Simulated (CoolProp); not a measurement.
A Linde-Hampson liquefier for CF4 (R14): isothermal reversible compression at 280 K from 1 atm to 20 MPa, throttling to 1 atm, return gas leaving the recuperator 2 K below the feed. Each further row changes one setting.

The numbers come from the reference Helmholtz-energy equation of state, Platzer 1990 in CoolProp. This equation is an older, rougher fit; its heat capacities, sound speeds and derivatives of the liquid may be far off and weren't checked against measurements.

```tsv
case	liquid yield per pass	compression work (kJ/kg of gas)
as stated	?	121
high pressure 40 MPa	?	?
warm-end temperature 310 K	?	?
warm-end gap 7 K	?	121
```

Some entries are withheld; supply them.


- as stated, liquid yield per pass: 0.327
- high pressure 40 MPa, liquid yield per pass: 0.338
- high pressure 40 MPa, compression work (kJ/kg of gas): 140
- warm-end temperature 310 K, liquid yield per pass: 0.244
- warm-end temperature 310 K, compression work (kJ/kg of gas): 141
- warm-end gap 7 K, liquid yield per pass: 0.316
